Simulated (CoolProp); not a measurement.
Properties of R410A along the isobar 2.98 MPa.

Model: reference Helmholtz-energy equation of state, Lemmon 2003, in CoolProp. It is a pseudo-pure fit of the blend.

| T (K) | phase | Joule-Thomson coefficient (K/MPa) | viscosity (µPa s) | fugacity coefficient |
|---|---|---|---|---|
| 214.3 | liquid | -0.2844 | 339 | 0.02416 |
| 250 | liquid | -0.1836 | 226 | 0.1165 |
| 285.7 | liquid | 0.05704 | 146 | 0.3406 |
| 357.1 | gas | 11.49 | 16.9 | 0.8099 |
| 392.9 | gas | 8.275 | 18.1 | 0.8657 |
| 428.6 | gas | 6.259 | 19.4 | 0.9026 |
| 464.3 | gas | 4.896 | 20.7 | 0.9283 |
| 500 | gas | 3.929 | 21.9 | 0.9469 |

Viscosity comes from a separate model (Geller 2000).
